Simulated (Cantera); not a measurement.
Input (Python, Cantera) and output of one run.

```python
import numpy as np
import cantera as ct

gas_names = """
    C CO CO2 C2 C2O C3 C3O2 C4 C5 Mg MgO Mg2 O O2 O3
""".split()
cond_names = """
    C(gr) Mg(cr) Mg(L) MgCO3(s) MgO(s) MgO(L)
""".split()


# ... load() reads the species with a 1 bar reference pressure and builds the phases ...
atoms = {
    'MgO': {'Mg': 1, 'O': 1},
    'CO': {'C': 1, 'O': 1},
}
top_T = {'C(gr)': 4500}  # K; cautious upper limits of use, not melting points


# ... equilibrate(T, P, feed) seeds the gas with the atoms and calls Mixture.equilibrate('TP', solver="vcs", rtol=1e-11, max_steps=5000) ...
results = []
feed = {'MgO': 1, 'CO': 1.1}  # mol
T = 2198  # K
P = 130  # Pa
mix = equilibrate(T, P, feed)
results.append((T, P, feed, dict(zip(mix.species_names, mix.species_moles))))
x = sorted(zip(gas.X, gas.species_names), reverse=True)
print(f"T = {T:g} K  P = {P:g} Pa  gas = {mix.phase_moles(0):.4g} mol")
print("   x: " + "  ".join(f"{s} {v:.3e}" for v, s in x if v > 0.0001))
print("   condensed (mol): " + ("  ".join(f"{mix.phase(i).name} {mix.phase_moles(i):.4g}"
      for i in range(1, mix.n_phases) if mix.phase_moles(i) > 1e-12) or "none"))
```

Result:

```
T = 2198 K  P = 130 Pa  gas = 1.293 mol
   x: CO 7.097e-01  Mg 1.454e-01  CO2 1.409e-01  O 2.423e-03  O2 1.070e-03  MgO 5.460e-04
   condensed (mol): MgO(s) 0.8112
```

Equilibrium computed with Cantera from the NASA thermochemical tables; the gas is ideal and each condensed phase is pure.
